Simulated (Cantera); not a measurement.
An isothermal, constant-pressure homogeneous reactor starts with C3H8 : H2 = 1 : 7.4 (molar parts), at 1150 K and 0.0380 bar.

Detailed kinetics in Cantera: GRI-Mech 3.0 (53 species, 325 reactions). GRI-Mech 3.0 was tuned for natural gas; its chemistry of propane as a main component is partial and can be far from experiment. GRI-Mech 3.0 stops at C3 and has no aromatics, soot or wall deposition, so with more carbon than oxygen in the feed, carbon stays in small species such as C2H2 where larger ones or solid carbon would form. Radical loss at walls, strong at low pressure, is not modelled.

x: mole fraction; the columns are a selection and need not sum to one.

```tsv
t (s)	x C3H8	x H2	x CH4	x CH3	x C2H2	x C2H4	x H
0.000300	0.119	0.881	4.59e-5	3.34e-5	1.57e-10	6.74e-5	___
0.000754	0.119	0.881	0.000331	9.12e-5	6.78e-9	0.000401	___
0.00189	0.116	0.879	0.00205	0.000200	2.35e-7	0.00223	___
0.00475	0.108	0.873	0.00914	0.000273	4.74e-6	0.00959	___
0.0119	0.0873	0.856	0.0271	0.000251	4.70e-5	0.0281	___
0.0300	0.0494	0.827	0.0601	0.000185	0.000317	0.0615	1.87e-5
0.0754	0.0112	0.797	0.0944	7.92e-5	0.00155	0.0942	1.83e-5
0.189	0.00106	0.789	0.104	2.22e-5	0.00385	0.101	___
0.475	9.23e-5	0.789	0.105	8.63e-6	0.00611	0.0989	___
1.19	4.23e-6	0.789	0.106	5.94e-6	0.00899	0.0957	2.36e-6
3.00	1.27e-6	0.790	0.106	5.66e-6	0.0147	0.0891	2.25e-6
```

Fill in the missing entries.


- 0.000300, x H: 2.02e-6
- 0.000754, x H: 4.99e-6
- 0.00189, x H: 1.07e-5
- 0.00475, x H: 1.53e-5
- 0.0119, x H: 1.67e-5
- 0.189, x H: 8.17e-6
- 0.475, x H: 3.40e-6
